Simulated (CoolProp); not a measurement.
R507A along the isotherm 367.2 K: Z from the reference equation and from simpler models built on Tc = 343.8 K, pc = 3.705 MPa, ω = 0.286; each cubic takes its own stable root.

Values from CoolProp's reference Helmholtz-energy equation of state, Lemmon 2003. It is a pseudo-pure fit of the blend.

```json
[
 {"p (MPa)": "1.32", "phase": "gas", "reference": "0.8914"},
 {"p (MPa)": "2.65", "phase": "gas", "reference": "0.7653"},
 {"p (MPa)": "3.97", "phase": "supercritical", "reference": "0.6117"},
 {"p (MPa)": "5.29", "phase": "supercritical", "reference": "0.4139"},
 {"p (MPa)": "6.62", "phase": "supercritical", "reference": "0.3340"},
 {"p (MPa)": "7.94", "phase": "supercritical", "reference": "0.3507"},
 {"p (MPa)": "9.26", "phase": "supercritical", "reference": "0.3814"},
 {"p (MPa)": "10.6", "phase": "supercritical", "reference": "0.4163"},
 {"p (MPa)": "11.9", "phase": "supercritical", "reference": "0.4515"},
 {"p (MPa)": "13.2", "phase": "supercritical", "reference": "0.4871"},
 {"p (MPa)": "14.6", "phase": "supercritical", "reference": "0.5255"},
 {"p (MPa)": "15.9", "phase": "supercritical", "reference": "0.5612"},
 {"p (MPa)": "17.2", "phase": "supercritical", "reference": "0.5967"},
 {"p (MPa)": "18.5", "phase": "supercritical", "reference": "0.6321"}
]
```

### Question
How far does each simpler model (van der Waals, Redlich-Kwong, Soave-Redlich-Kwong, Peng-Robinson) lie from the reference over these 14 states: mean and median of the absolute difference, and the worst?

### Answer
- van der Waals: mean 26.4 %, median 36.1 %, worst +39.2 % at 367.2 K and 18.5 MPa
- Redlich-Kwong: mean 10.3 %, median 13.2 %, worst +16.2 % at 367.2 K and 7.94 MPa
- Soave-Redlich-Kwong: mean 14.3 %, median 15.6 %, worst +23.7 % at 367.2 K and 6.62 MPa
- Peng-Robinson: mean 5.9 %, median 5.5 %, worst +14.4 % at 367.2 K and 6.62 MPa
